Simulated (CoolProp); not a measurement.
Vapour-liquid equilibrium of benzene (1) + n-octane (2) at 5.15 kPa; x and y are mole fractions of (1).

Computed with CoolProp (multi-fluid Helmholtz-energy mixture model, Thol 2012 and Beckmüller 2019; pair parameters Bell 2016).

Give the bubble temperature and the first vapour's composition at x = 0.05, 0.35, 0.65. Is there an azeotrope?

x = 0.05: 311.5 K, y = 0.295; x = 0.35: 292.1 K, y = 0.827; x = 0.65: 285.1 K, y = 0.928. No azeotrope shows between x = 0.05 and 0.95.

Pair parameters are fitted to limited data, so mixtures are less certain than the pure fluids.
